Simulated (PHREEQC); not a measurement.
Consider water at 25 °C with 19 mmol/kgw Cu(NO3)2, 0.2 mmol/kgw HBF4 and 0.18 mmol/kgw Na2SO4. Closed to the air; pH follows from the charge balance.

Computed with PHREEQC (ion-association model, phreeqc.dat).

Question: The ionic strength comes out as 0.0576 mol/kgw. What activity coefficients do Na+, HSO4-, H+, SO4-2, Cu+2 get?

Answer: Na+ 0.82, HSO4- 0.81, H+ 0.85, SO4-2 0.44, Cu+2 0.47.

Precipitation was switched off in this run. Complexes and solids missing from the database can't appear. Real BF4- forms and hydrolyses slowly; the run takes it at equilibrium.
